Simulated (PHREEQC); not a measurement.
4.4 g of hydrous ferric oxide (600 m²/g; 0.2 weak and 0.005 strong sites per Fe, Dzombak-Morel constants, diffuse double layer) in 1 kg of water with 0.005 mol/kgw of an inert sodium salt and 0.0018 mol/kgw H3BO3, at 25 °C; the pH is set by adding NaOH or the inert anion's acid. Oxygen alone is held at its pressure in air (log pO2 = -0.68). The system is closed to CO2. Nothing may precipitate in this run.

Base run: PHREEQC, ion-association model, wateq4f.dat. Each further column changes one thing. The table gives surface charge σ (C/m²).

```tsv
pH	base	background salt from 0.005 to 0.0005 mol/kgw	oxide from 4.4 to 22 g/kgw	0.038 mol/kgw Na2HAsO4 added
4	0.203	___	0.256	0.004
4.5	0.144	___	0.186	___
5	0.097	0.055	0.124	-0.012
5.5	0.063	0.030	0.077	-0.024
6	0.039	0.016	0.046	___
6.5	0.023	0.009	0.026	-0.064
7.5	0.006	0.002	0.006	___
8	0.001	0.000	0.001	-0.160
8.5	-0.004	-0.002	-0.004	-0.179
9	-0.010	-0.005	-0.010	___
9.5	-0.020	-0.011	-0.021	-0.243
10	-0.035	-0.022	-0.039	___
```

Problem. Some entries are withheld; supply them.

Solution. 
- 4, background salt from 0.005 to 0.0005 mol/kgw: 0.153
- 4.5, background salt from 0.005 to 0.0005 mol/kgw: 0.094
- 4.5, 0.038 mol/kgw Na2HAsO4 added: -0.003
- 6, 0.038 mol/kgw Na2HAsO4 added: -0.041
- 7.5, 0.038 mol/kgw Na2HAsO4 added: -0.130
- 9, 0.038 mol/kgw Na2HAsO4 added: -0.201
- 10, 0.038 mol/kgw Na2HAsO4 added: -0.308
